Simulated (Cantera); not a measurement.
Feed: 1 mol BN, 19 mol Cl2, a varied amount of H2, at 1150 K and 2000 Pa.

These are equilibrium values from Cantera (NASA tables, ideal gas, pure condensed phases), not measurements of a reactor. Candidate condensed phases: B, BN, NH4Cl; 21 gas species. Gases not in the tables: BHCl2. The numbers say what is thermodynamically allowed, not how fast it happens.

Task: Which condensed phases are stable at each of these points (n(H2) (mol)): 0.81, 1.3, 2, 3.1, 5, 7.8, 12, 19, 30, 48, 75?

Result: 
```
n(H2) (mol)  condensed phases  B condensed (%)
-----------  ----------------  ---------------
0.81                 gas only              0.0
1.3                  gas only              0.0
2                    gas only              0.0
3.1                  gas only              0.0
5                    gas only              0.0
7.8                  gas only              0.0
12                   gas only              0.0
19                      BN(s)             28.2
30                      BN(s)             92.3
48                      BN(s)             97.0
75                      BN(s)             98.5
```

From 0.81 mol H2 to 12 mol H2 nothing is condensed. From 19 mol H2 to 75 mol H2 the condensed part is BN(s).
